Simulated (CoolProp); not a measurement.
A single-stage vapour-compression cycle with chlorine: evaporating at 251.15 K (dew point), condensing at 296.15 K (bubble point), superheat 2 K, subcooling 5 K, compressor efficiency 0.7, no pressure losses. Each further row changes one setting.

Model: reference Helmholtz-energy equation of state, Thol 2021, in CoolProp.

```csv
case,cooling COP,pressure ratio,discharge temperature (K),refrigerating effect (kJ/kg),volumetric capacity (kJ/m³)
as stated,?,4.40,407.0,242,1410
evaporating temperature 256.15 K,3.89,?,391.0,244,1700
condensing temperature 291.15 K,3.81,?,390.3,247,1440
subcooling 10 K,?,4.40,407.0,247,1440
superheat 12 K,3.25,4.40,?,247,?
compressor efficiency 0.6,?,4.40,?,242,1410
```

Complete the blanks.


- as stated, cooling COP: 3.32
- evaporating temperature 256.15 K, pressure ratio: 3.63
- condensing temperature 291.15 K, pressure ratio: 3.83
- subcooling 10 K, cooling COP: 3.39
- superheat 12 K, discharge temperature (K): 422.4
- superheat 12 K, volumetric capacity (kJ/m³): 1380
- compressor efficiency 0.6, cooling COP: 2.85
- compressor efficiency 0.6, discharge temperature (K): 430.0
